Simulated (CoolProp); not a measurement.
Model: reference Helmholtz-energy equation of state, Lemmon 2005, in CoolProp. It is a short technical equation, of lower accuracy than the large ones.

Question: For isobutene, give the phase and the speed of sound (m/s), isothermal compressibility (1/MPa) at 167.95 °C and 36.5 bar; 167.95 °C and 402 bar.

Answer: 
- 167.95 °C and 36.5 bar: gas; speed of sound 189, isothermal compressibility 0.458
- 167.95 °C and 402 bar: supercritical; speed of sound 794, isothermal compressibility 0.00389
